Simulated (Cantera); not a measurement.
An adiabatic, constant-pressure homogeneous reactor starts with CH4 : O2 : N2 = 1 : 3.08 : 11.6 (molar parts), at 1048 K and 0.572 atm. Integrator tolerance rtol = 1e-08.

Detailed kinetics in Cantera: GRI-Mech 3.0 (53 species, 325 reactions).

Q: What does this change do: pressure from 0.572 atm to 15.8 atm?

A: 
```json
[
 {"quantity": "time of steepest temperature rise", "before": "0.656 s", "after": "20.2 ms"},
 {"quantity": "temperature at 1.00 s", "before": "2285 K", "after": "2329 K"},
 {"quantity": "equilibrium temperature", "before": "2285 K", "after": "2329 K"},
 {"quantity": "x(CH4) at 1.00 s", "before": "<1e-12 (gas-phase equilibrium <1e-12)", "after": "<1e-12 (gas-phase equilibrium <1e-12)"},
 {"quantity": "x(O2) at 1.00 s", "before": "0.0646 (gas-phase equilibrium 0.0644)", "after": "0.0639 (gas-phase equilibrium 0.0639)"},
 {"quantity": "x(C2H4) at 1.00 s", "before": "<1e-12 (gas-phase equilibrium <1e-12)", "after": "<1e-12 (gas-phase equilibrium <1e-12)"},
 {"quantity": "x(H) at 1.00 s", "before": "0.000413 (gas-phase equilibrium 0.000411)", "after": "4.93e-5 (gas-phase equilibrium 4.93e-5)"},
 {"quantity": "x(N2O) at 1.00 s", "before": "3.30e-7 (gas-phase equilibrium 3.32e-7)", "after": "1.90e-6 (gas-phase equilibrium 1.90e-6)"},
 {"quantity": "x(H2) at 1.00 s", "before": "0.00121 (gas-phase equilibrium 0.00121)", "after": "0.000305 (gas-phase equilibrium 0.000305)"}
]
```
The pressure lies above the range GRI-Mech 3.0 was tuned for (to about 10 atm).
